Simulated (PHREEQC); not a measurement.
BaCl2 is added in steps, without added water, to 1 kg of water holding 0.0021 mol/kgw H2SO4 and 6e-05 mol/kgw MgCl2, at 20 °C. O2 is buffered at 0.21 atm. No CO2 enters from the air. Only these solids could form: Barite, Brucite, Epsomite.

Base run: PHREEQC, ion-association model, wateq4f.dat. Each further column changes one thing. The table gives Ba in solution (mol/kgw).

```
BaCl2 added (mol)     base  metal-ligand complexes left out  Davies equation for every ion  all activity coefficients set to 1  database phreeqc.dat
-----------------  -------  -------------------------------  -----------------------------  ----------------------------------  --------------------
0                        0                                0                              0                                   0                     0
0.000175           1.51e-7                          1.06e-7                        1.52e-7                             1.06e-7               2.19e-7
0.00035            1.61e-7                          1.17e-7                        1.62e-7                             1.12e-7               2.34e-7
0.000525           1.74e-7                          1.29e-7                        1.75e-7                             1.20e-7               2.52e-7
0.0007             1.90e-7                          1.45e-7                        1.91e-7                             1.30e-7               2.75e-7
0.000875           2.10e-7                          1.65e-7                        2.11e-7                             1.42e-7               3.05e-7
0.00105            2.37e-7                          1.92e-7                        2.39e-7                             1.59e-7               3.44e-7
0.001225           2.75e-7                          2.29e-7                        2.77e-7                             1.82e-7               3.99e-7
0.0014             3.31e-7                          2.86e-7                        3.34e-7                             2.17e-7               4.81e-7
0.001575           4.26e-7                          3.80e-7                        4.29e-7                             2.75e-7               6.18e-7
0.00175            6.15e-7                          5.67e-7                        6.19e-7                             3.91e-7               8.91e-7
0.001925           1.18e-6                          1.13e-6                        1.18e-6                             7.37e-7               1.70e-6
0.0021             1.42e-5                          1.41e-5                        1.42e-5                             1.11e-5               1.71e-5
```

 phreeqc.dat and wateq4f.dat share most of their constants, so their agreement is no independent check. Solids allowed in the column 'database phreeqc.dat': Barite.
